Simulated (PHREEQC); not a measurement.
A column of 1 m (30 cells, dispersivity 0.035 m, 60 s a shift, diffusion coefficient 3e-10 m²/s) holds 0.0084 eq of the database's cation exchanger X per kg of pore water, first in equilibrium with 0.05 mol/kgw NaCl, 0.011 mol/kgw MnCl2 and 1e-05 mol/kgw HCl. It is flushed with 0.00032 mol/kgw KBr, 0.0052 mol/kgw ZnCl2 and 1e-05 mol/kgw HCl, at 25 °C. Values are for the last cell. The system is closed to CO2. No solid was allowed to form.

Base run: PHREEQC, ion-association model, phreeqc.dat. Each further column changes one thing. The table gives Na in solution (mol/kgw).

```json
[
 {"pore volumes": "0", "base": "0.0500", "exchange capacity from 0.0084 to 0.0042 eq/kgw": "0.0500", "dispersivity from 0.035 to 0.07 m": "0.0500"},
 {"pore volumes": "0.2833", "base": "0.0500", "exchange capacity from 0.0084 to 0.0042 eq/kgw": "0.0500", "dispersivity from 0.035 to 0.07 m": "0.0500"},
 {"pore volumes": "0.6833", "base": "0.0461", "exchange capacity from 0.0084 to 0.0042 eq/kgw": "0.0458", "dispersivity from 0.035 to 0.07 m": "0.0415"},
 {"pore volumes": "1.083", "base": "0.0194", "exchange capacity from 0.0084 to 0.0042 eq/kgw": "[?]", "dispersivity from 0.035 to 0.07 m": "0.0193"},
 {"pore volumes": "1.35", "base": "0.00700", "exchange capacity from 0.0084 to 0.0042 eq/kgw": "0.00597", "dispersivity from 0.035 to 0.07 m": "[?]"},
 {"pore volumes": "1.617", "base": "0.00200", "exchange capacity from 0.0084 to 0.0042 eq/kgw": "[?]", "dispersivity from 0.035 to 0.07 m": "0.00425"},
 {"pore volumes": "2.017", "base": "0.000227", "exchange capacity from 0.0084 to 0.0042 eq/kgw": "0.000160", "dispersivity from 0.035 to 0.07 m": "[?]"},
 {"pore volumes": "2.417", "base": "2.13e-5", "exchange capacity from 0.0084 to 0.0042 eq/kgw": "[?]", "dispersivity from 0.035 to 0.07 m": "0.000292"},
 {"pore volumes": "2.683", "base": "4.15e-6", "exchange capacity from 0.0084 to 0.0042 eq/kgw": "2.55e-6", "dispersivity from 0.035 to 0.07 m": "0.000115"},
 {"pore volumes": "2.95", "base": "7.86e-7", "exchange capacity from 0.0084 to 0.0042 eq/kgw": "4.55e-7", "dispersivity from 0.035 to 0.07 m": "4.47e-5"},
 {"pore volumes": "3.35", "base": "6.24e-8", "exchange capacity from 0.0084 to 0.0042 eq/kgw": "[?]", "dispersivity from 0.035 to 0.07 m": "1.07e-5"},
 {"pore volumes": "3.75", "base": "4.80e-9", "exchange capacity from 0.0084 to 0.0042 eq/kgw": "2.33e-9", "dispersivity from 0.035 to 0.07 m": "[?]"},
 {"pore volumes": "4.017", "base": "8.57e-10", "exchange capacity from 0.0084 to 0.0042 eq/kgw": "3.93e-10", "dispersivity from 0.035 to 0.07 m": "9.86e-7"}
]
```

Problem. What belongs in the gaps?

Solution. 
- 1.083, exchange capacity from 0.0084 to 0.0042 eq/kgw: 0.0180
- 1.35, dispersivity from 0.035 to 0.07 m: 0.00946
- 1.617, exchange capacity from 0.0084 to 0.0042 eq/kgw: 0.00156
- 2.017, dispersivity from 0.035 to 0.07 m: 0.00115
- 2.417, exchange capacity from 0.0084 to 0.0042 eq/kgw: 1.38e-5
- 3.35, exchange capacity from 0.0084 to 0.0042 eq/kgw: 3.31e-8
- 3.75, dispersivity from 0.035 to 0.07 m: 2.57e-6
